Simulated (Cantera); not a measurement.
Charge: 1 mol SiF4, 0.66 mol N2O, held at 39.0 Torr.

Cantera equilibrium calculation (NASA polynomials, part measured and part estimated; ideal gas, pure solids and liquids). Candidate condensed phases: Si, SiO2, Si2N2O, Si3N4; 28 gas species. The tables' values for SiF3 are old estimates; treat these amounts as uncertain. Equilibrium is a limit: real reactors are often held back by kinetics, nucleation or transport.

Problem. At 1773 K, list the 6 most abundant gas species with their mole fractions, and the condensed phases.

Solution. SiF4 0.502, N2 0.331, O2 0.165, NO 0.00217, O 0.000167, F 5.27e-5. Condensed: gas only.
